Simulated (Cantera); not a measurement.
**Low-pressure radical oxidation in H2/O2**

An isothermal, constant-pressure homogeneous reactor starts with H2 : O2 = 0.087 : 1 (molar parts), at 1273 K and 0.0132 atm.

Model: the H2/O2 subset of GRI-Mech 3.0, which has no nitrogen chemistry, integrated in Cantera. Radical loss at walls, strong at low pressure, is not modelled. The temperature is held fixed by assumption; the heat of reaction is taken as removed at once.

```tsv
t (s)	x H2	x O2	x H	x HO2	x O
1.00e-5	0.0800	0.920	2.18e-9	2.48e-9	3.33e-10
4.60e-5	0.0800	0.920	8.22e-9	1.14e-8	5.35e-9
0.000211	0.0800	0.920	8.52e-8	5.27e-8	1.22e-7
0.000972	0.0778	0.918	0.000625	1.68e-6	0.000955
0.00447	0.00185	0.864	0.0139	3.97e-6	0.0458
0.0206	0.00123	0.884	0.00700	3.71e-6	0.0287
0.0946	0.000271	0.909	0.000676	2.18e-6	0.00599
0.435	1.93e-5	0.916	1.28e-5	4.23e-7	0.000424
2.00	1.53e-6	0.917	2.86e-7	5.41e-8	3.36e-5
```
x: mole fraction; the columns are a selection and need not sum to one.

Equilibrium at this temperature and pressure: H2 4.04e-8, O2 0.917, H 1.25e-9, HO2 2.70e-8, O 8.98e-7 (gas phase only).
